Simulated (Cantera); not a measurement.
Cantera run:

```python
import numpy as np
import cantera as ct

gas_names = """
    Cu CuO Cu2 H HNO HNO2 HNO3 HO2 H2 H2O H2O2 N NH NH2 NH3 NH2OH NO NO2 NO3 N2 N2H2 N2H4 N2O O OH O2 O3
""".split()
cond_names = """
    Cu(cr) Cu(L) CuO(s) CuO2H2(s) Cu2O(s) Cu2O(L) H2O(s) H2O(L)
""".split()


# ... load() reads the species with a 1 bar reference pressure and builds the phases ...
atoms = {
    'CuO': {'Cu': 1, 'O': 1},
    'H2': {'H': 2},
    'N2': {'N': 2},
}
top_T = {'CuO(s)': 1390}  # K; cautious upper limits of use, not melting points


# ... equilibrate(T, P, feed) seeds the gas with the atoms and calls Mixture.equilibrate('TP', solver="vcs", rtol=1e-11, max_steps=5000) ...
results = []
feed = {'CuO': 1, 'H2': 2200, 'N2': 16}  # mol
T = 1600  # K
P = 10000  # Pa
mix = equilibrate(T, P, feed)
results.append((T, P, feed, dict(zip(mix.species_names, mix.species_moles))))
x = sorted(zip(gas.X, gas.species_names), reverse=True)
print(f"T = {T:g} K  P = {P:g} Pa  gas = {mix.phase_moles(0):.4g} mol")
print("   x: " + "  ".join(f"{s} {v:.3e}" for v, s in x if v > 1e-05))
print("   condensed (mol): " + ("  ".join(f"{mix.phase(i).name} {mix.phase_moles(i):.4g}"
      for i in range(1, mix.n_phases) if mix.phase_moles(i) > 1e-12) or "none"))
```

Result:

```
T = 1600 K  P = 10000 Pa  gas = 2217 mol
   x: H2 9.918e-01  N2 7.217e-03  H2O 4.510e-04  Cu 3.976e-04  H 1.712e-04
   condensed (mol): Cu(L) 0.1173
```

Equilibrium computed with Cantera from the NASA thermochemical tables; the gas is ideal and each condensed phase is pure.
